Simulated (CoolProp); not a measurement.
The fluid at 298.15 K and 0.116 MPa is compressed adiabatically to 0.501 MPa with isentropic efficiency 0.7. The same conditions are run with several fluids, on thermodynamics alone (safety and materials aside).

Model: reference Helmholtz-energy equation of state of each fluid (dry air: Lemmon 2000; normal hydrogen: Leachman 2009; cis-2-butene: Lemmon 2005; n-butane: Bücker 2006; carbonyl sulfide: Lemmon 2006), in CoolProp. Blends and air are pseudo-pure fits.

| fluid | work (kJ/kg) | final temperature (K) | final density (kg/m³) |
|---|---|---|---|
| dry air | ___ | 516.7 | ___ |
| normal hydrogen | 3200 | ___ | 0.234 |
| cis-2-butene | 93.9 | 363.8 | 10.1 |
| n-butane | 89.2 | ___ | 10.9 |
| carbonyl sulfide | ___ | 433.1 | 8.51 |

Q: Some entries are withheld; supply them.

A: 
- dry air, work (kJ/kg): 222
- dry air, final density (kg/m³): 3.37
- normal hydrogen, final temperature (K): 519.0
- n-butane, final temperature (K): 352.9
- carbonyl sulfide, work (kJ/kg): 98.1
